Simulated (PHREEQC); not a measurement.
Make-up at 49 °C: 1.1 mmol/kgw AlCl3. Closed to the air; pH follows from the charge balance.

The numbers come from PHREEQC with the ion-association model, phreeqc.dat.

No solid was allowed to form.

Problem. Estimate the pH, ionic strength.

Solution. pH 3.72; ionic strength 0.00622 mol/kgw.

Problem. In which forms is Al present?

Solution. Al+3 84 %, AlOH+2 13 %, Al(OH)2+ 2.6 % of the Al.

Examples of supersaturated solids here: Gibbsite (slow to form). Others may be too. Species that the database lacks are ignored. Constants without temperature data keep their 25 °C values here.
